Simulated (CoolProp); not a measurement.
The fluid at 311.16 K and 18.8 MPa is throttled through a valve to 4.82 MPa with no heat exchange. The same conditions are run with several fluids, on thermodynamics alone (safety and materials aside).

Values from CoolProp's reference Helmholtz-energy equation of state of each fluid (the fluoroketone C6F12O (FK-5-1-12): McLinden 2015; ethanol: Schroeder 2014; octamethylcyclotetrasiloxane (D4): Thol 2015; propyne: Polt 1992; R245fa: Akasaka 2015). The equations of Platzer and Polt are older, rougher fits.

Task: Rank the fluoroketone C6F12O (FK-5-1-12), ethanol, octamethylcyclotetrasiloxane (D4), propyne, R245fa by temperature change (K), highest first.

Result: octamethylcyclotetrasiloxane (D4) (+5.7), ethanol (+4.7), the fluoroketone C6F12O (FK-5-1-12) (+4.0), R245fa (+3.4), propyne (+2.5)

```json
[
 {"fluid": "the fluoroketone C6F12O (FK-5-1-12)", "final density (kg/m³)": "1580"},
 {"fluid": "ethanol", "final density (kg/m³)": "774"},
 {"fluid": "octamethylcyclotetrasiloxane (D4)", "final density (kg/m³)": "937"},
 {"fluid": "propyne", "final density (kg/m³)": "594"},
 {"fluid": "R245fa", "final density (kg/m³)": "1310"}
]
```
